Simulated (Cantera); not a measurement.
Charge: 1 mol Si, 2.3 mol Cl2, 1.6 mol H2, equilibrated at 1200 K and 1 atm.

Method: chemical equilibrium by Gibbs-energy minimisation in Cantera with the NASA 1993 tables (ideal gas, pure condensed phases). Candidate condensed phases: Si; 19 gas species. The tables' values for SiCl3 are old estimates; treat these amounts as uncertain. Rates play no part.

Base state: H2 0.428, SiCl4 0.323, HCl 0.228, SiHCl3 0.0165, SiCl3 0.00370, SiCl2 0.000371, SiH2Cl2 0.000111 (mole fractions); condensed: gas only.

Q: What changes in the equilibrium state with this change: temperature from 1200 K to 673 K?

A: 
```csv
species,before,after
H2,0.428,0.448
SiCl4,0.323,0.345
HCl,0.228,0.207
SiHCl3,0.0165,9.44e-5
SiCl3,0.00370,4.60e-9
SiCl2,0.000371,<1e-9
SiH2Cl2,0.000111,1.59e-9
```
